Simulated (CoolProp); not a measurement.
Model: reference Helmholtz-energy equation of state, Gao 2016, in CoolProp.

**Question.** For sulfur dioxide, give the phase and the cp (kJ/(kg K)), Joule-Thomson coefficient (K/MPa) at 525 K and 111 kPa; 525 K and 252 kPa; 525 K and 2970 kPa.

**Answer.** 
- 525 K and 111 kPa: gas; cp 0.740, Joule-Thomson coefficient 7.54
- 525 K and 252 kPa: gas; cp 0.743, Joule-Thomson coefficient 7.53
- 525 K and 2970 kPa: gas; cp 0.814, Joule-Thomson coefficient 7.45
